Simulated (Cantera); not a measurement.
A closed system holds: 1 mol SiCl4, 1.7 mol Cl2, 18 mol H2, held at 725 °C and 24.0 bar.

These are equilibrium values from Cantera (NASA tables, ideal gas, pure condensed phases), not measurements of a reactor. Candidate condensed phases: Si; 19 gas species. Rates play no part.

Base state: H2 0.786, HCl 0.166, SiCl4 0.0468, SiHCl3 0.00154 (mole fractions); condensed: gas only.

**Question.** What changes in the equilibrium state with this change: temperature from 725 °C to 1252 °C?

**Answer.** 
| species | before | after |
|---|---|---|
| H2 | 0.786 | 0.765 |
| HCl | 0.166 | 0.187 |
| SiCl4 | 0.0468 | 0.0280 |
| SiHCl3 | 0.00154 | 0.0130 |
| SiCl2 | 1.89e-8 | 0.00191 |
| SiH3Cl | 4.90e-9 | 2.13e-5 |
| SiCl3 | 6.00e-6 | 0.00424 |
| SiH2Cl2 | 5.43e-6 | 0.000969 |
The tables' values for SiCl3 are old estimates; treat these amounts as uncertain.
